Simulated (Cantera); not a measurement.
Low-pressure radical oxidation in H2/O2

An isothermal, constant-pressure homogeneous reactor starts with H₂ : O₂ = 0.21 : 1 (molar parts), equivalence ratio 0.10, at 1200 K and 0.0148 atm.

Computed with Cantera and GRI-Mech 3.0 (53 species, 325 reactions). Radical loss at walls, strong at low pressure, is not modelled. The temperature is held fixed by assumption; the heat of reaction is taken as removed at once.

| t (s) | x H₂ | x O₂ | x H₂O | x H₂O₂ | x H | x OH | x HO₂ |
|---|---|---|---|---|---|---|---|
| 0.00100 | 0.138 | 0.806 | 0.0256 | 1.66e-7 | 0.0149 | 0.00569 | 5.00e-6 |
| 0.00246 | 0.00693 | 0.730 | 0.140 | 2.84e-7 | 0.0492 | 0.00876 | 8.99e-6 |
| 0.00605 | 0.00530 | 0.754 | 0.156 | 3.33e-7 | 0.0303 | 0.00776 | 9.43e-6 |
| 0.0149 | 0.00257 | 0.785 | 0.176 | 3.87e-7 | 0.00920 | 0.00547 | 9.06e-6 |
| 0.0366 | 0.000598 | 0.804 | 0.187 | 3.22e-7 | 0.000978 | 0.00263 | 5.95e-6 |
| 0.0902 | 9.41e-5 | 0.809 | 0.189 | 1.66e-7 | 6.09e-5 | 0.00105 | 2.16e-6 |
| 0.222 | 1.66e-5 | 0.810 | 0.190 | 6.99e-8 | 4.59e-6 | 0.000444 | 5.73e-7 |
| 0.546 | 3.74e-6 | 0.810 | 0.190 | 2.86e-8 | 5.06e-7 | 0.000213 | 1.58e-7 |
| 1.34 | 1.04e-6 | 0.810 | 0.190 | 1.17e-8 | 7.55e-8 | 0.000113 | 5.07e-8 |
| 3.30 | 3.33e-7 | 0.810 | 0.190 | 4.86e-9 | 1.38e-8 | 6.42e-5 | 2.08e-8 |
| 8.13 | 1.17e-7 | 0.810 | 0.190 | 2.04e-9 | 2.93e-9 | 3.83e-5 | 1.34e-8 |
| 20.0 | 4.68e-8 | 0.810 | 0.190 | 9.28e-10 | 7.43e-10 | 2.42e-5 | 1.41e-8 |
x: mole fraction; the columns are a selection and need not sum to one.

Equilibrium at this temperature and pressure: H₂ 2.21e-8, O₂ 0.810, H₂O 0.190, H₂O₂ 5.02e-10, H 2.41e-10, OH 1.66e-5, HO₂ 1.78e-8 (gas phase only).
